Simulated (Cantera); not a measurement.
Input (Python, Cantera):

```python
import numpy as np
import cantera as ct

gas = ct.Solution("gri30.yaml")
gas.TPX = 1300, 47000, {'N2O': 1, 'O2': 1.3}
reactor = ct.IdealGasConstPressureReactor(gas, energy="off", clone=False)
net = ct.ReactorNet([reactor])
net.rtol, net.atol = 1e-08, 1e-18
show = ['N2O', 'O2', 'O', 'NO', 'NO2']
times = np.geomspace(0.0007, 6, 13)

steps = ct.SolutionArray(gas, extra=["t"])
rows = []
print(f"{'t/s':>10s}{'T/K':>9s}{'P/Pa':>11s}" + "".join(f"{s:>11s}" for s in show))
for t in times:
    while net.time < t:
        t_next = net.step()
        steps.append(gas.state, t=t_next)
    rows.append([np.interp(t, steps.t, y) for y in (steps.T, steps.P, *steps(*show).X.T)])
    print(f"{t:10.3e}{rows[-1][0]:9.1f}{rows[-1][1]:11.4g}" + "".join(f"{x:11.3e}" for x in rows[-1][2:]))
rate = np.gradient(steps.T, steps.t)
print("integrator steps:", len(steps.t))
if steps.T.max() > steps.T[0] + 200:
    print(f"time of steepest temperature rise: {steps.t[rate.argmax()]:.4e} s")
gas.TPX = 1300, 47000, {'N2O': 1, 'O2': 1.3}
gas.equilibrate("TP")
print(f"equilibrium (TP): T = {gas.T:.1f} K  " + "  ".join(f"{s} {gas[s].X[0]:.3e}" for s in show))
```

It prints:

```
       t/s      T/K       P/Pa        N2O         O2          O         NO        NO2
 7.000e-04   1300.0    4.7e+04  4.342e-01  5.653e-01  7.443e-06  7.101e-05  1.521e-08
 1.489e-03   1300.0    4.7e+04  4.335e-01  5.654e-01  7.442e-06  1.533e-04  6.865e-08
 3.167e-03   1300.0    4.7e+04  4.321e-01  5.655e-01  7.439e-06  3.278e-04  2.917e-07
 6.735e-03   1300.0    4.7e+04  4.291e-01  5.659e-01  7.432e-06  6.960e-04  1.141e-06
 1.433e-02   1300.0    4.7e+04  4.227e-01  5.666e-01  7.414e-06  1.467e-03  3.887e-06
 3.047e-02   1300.0    4.7e+04  4.096e-01  5.682e-01  7.372e-06  3.055e-03  1.097e-05
 6.481e-02   1300.0    4.7e+04  3.834e-01  5.713e-01  7.279e-06  6.215e-03  2.589e-05
 1.378e-01   1300.0    4.7e+04  3.343e-01  5.771e-01  7.075e-06  1.207e-02  5.373e-05
 2.932e-01   1300.0    4.7e+04  2.534e-01  5.868e-01  6.622e-06  2.148e-02  9.894e-05
 6.236e-01   1300.0    4.7e+04  1.483e-01  5.998e-01  5.610e-06  3.297e-02  1.560e-04
 1.326e+00   1300.0    4.7e+04  5.662e-02  6.119e-01  3.601e-06  4.135e-02  2.059e-04
 2.821e+00   1300.0    4.7e+04  1.153e-02  6.188e-01  1.206e-06  4.366e-02  2.674e-04
 6.000e+00   1300.0    4.7e+04  7.240e-04  6.207e-01  2.645e-07  4.350e-02  4.815e-04
integrator steps: 870
equilibrium (TP): T = 1300.0 K  N2O 1.433e-08  O2 6.426e-01  O 2.082e-07  NO 4.685e-04  NO2 6.075e-06
```

Model: GRI-Mech 3.0 (53 species, 325 reactions), integrated in Cantera. GRI-Mech 3.0 was tuned for natural gas; its chemistry of N2O as a main component is partial and can be far from experiment. The mechanism lacks the step 2 NO + O2 → 2 NO2, which can matter for NO2 below about 1400 K. The temperature is held fixed by assumption; the heat of reaction is taken as removed at once.
